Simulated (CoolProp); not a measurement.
Saturation properties of vinyl chloride.

Model: reference Helmholtz-energy equation of state, Thol 2022, in CoolProp.

```
T (°C)  p (bar)  enthalpy of vaporisation (kJ/kg)  vapour Z
------  -------  --------------------------------  --------
-61.95  0.08183                             393.9    0.9954
-55.25   0.1259                             388.4    0.9937
-48.55   0.1878                             383.0    0.9915
-41.85   0.2726                             377.6    0.9887
-35.05   0.3880                             372.2    0.9854
-28.35   0.5370                             366.9    0.9815
-21.65   0.7284                             361.5    0.9770
-14.95   0.9700                             356.2    0.9717
-8.25     1.270                             350.7    0.9657
```

It boils at -13.9 °C under 1 atm.
